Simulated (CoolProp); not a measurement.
Vapour-liquid equilibrium of o-xylene (1) + n-undecane (2) at 407.5 K; x and y are mole fractions of (1).

The numbers come from the multi-fluid Helmholtz-energy mixture model, Zhou 2012 and Aleksandrov 2011; pair parameters Bell 2016 in CoolProp.

```
x      bubble pressure (MPa)  y at the bubble point  dew pressure at overall composition x (MPa)  liquid density (mol/L)
-----  ---------------------  ---------------------  -------------------------------------------  ----------------------
0.05                 0.01959                  0.181                                      0.01752                   4.270
0.125                0.02386                  0.378                                      0.01865                   4.427
0.2                  0.02825                  0.519                                      0.01994                   4.594
0.275                0.03273                  0.623                                      0.02142                   4.772
0.35                 0.03726                  0.702                                      0.02314                   4.962
0.425                0.04182                  0.765                                      0.02516                   5.165
0.5                  0.04640                  0.815                                      0.02757                   5.382
0.575                0.05098                  0.857                                      0.03051                   5.614
0.65                 0.05556                  0.891                                      0.03415                   5.865
0.725                0.06016                  0.921                                      0.03879                   6.135
0.8                  0.06476                  0.946                                      0.04491                   6.428
0.875                0.06938                  0.968                                      0.05331                   6.745
0.95                 0.07402                  0.988                                      0.06550                   7.091
```

No azeotrope shows between x = 0.05 and 0.95.

Pair parameters are fitted to limited data, so mixtures are less certain than the pure fluids.
